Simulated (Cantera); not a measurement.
# Equilibrium for titanium nitride, carbide and oxide coatings: Ti + H2O

Feed: 1 mol Ti, a varied amount of H2O, held at 1598.15 K and 1.00 bar.

Method: chemical equilibrium by Gibbs-energy minimisation in Cantera with the NASA 1993 tables (ideal gas, pure condensed phases). Candidate condensed phases: H2O, Ti, TiO, TiO2, Ti2O3, Ti3O5, Ti4O7; 12 gas species. Mutual solubility and eutectic melting of coexisting phases are not modelled. TiO: taken at fixed stoichiometry. Condensed phases not in the tables: Magnéli phases beyond Ti4O7, N, O or C dissolved in the metal. Gases not in the tables: TiO(OH)2. Kinetics and transport are ignored.

```csv
n(H2O) (mol),x H2,x H2O,x H,x OH,n Ti(β),n TiO(s),n Ti2O3(s),n TiO2(rutile),n Ti4O7(s)
0.65,1.000,2.26e-8,5.33e-5,<1e-12,0.350,0.650,0,0,0
0.93,1.000,2.26e-8,5.33e-5,<1e-12,0.0700,0.930,0,0,0
1.3,1.000,1.94e-5,5.33e-5,4.02e-11,0,0.400,0.300,0,0
1.9,0.969,0.0307,5.25e-5,6.47e-8,0,0,0,0.367,0.158
2.7,0.741,0.259,4.59e-5,6.25e-7,0,0,0,1.00,0
3.8,0.526,0.474,3.87e-5,1.36e-6,0,0,0,1.00,0
5.4,0.370,0.630,3.24e-5,2.15e-6,0,0,0,1.00,0
7.7,0.260,0.740,2.72e-5,3.02e-6,0,0,0,1.00,0
11,0.182,0.818,2.27e-5,3.98e-6,0,0,0,1.00,0
```
x: gas mole fraction; n: condensed amount in mol.

From 0.65 mol H2O to 0.93 mol H2O the condensed part is Ti(β) + TiO(s). At 1.3 mol H2O the condensed part is TiO(s) + Ti2O3(s). At 1.9 mol H2O the condensed part is TiO2(rutile) + Ti4O7(s). From 2.7 mol H2O to 11 mol H2O the condensed part is TiO2(rutile).
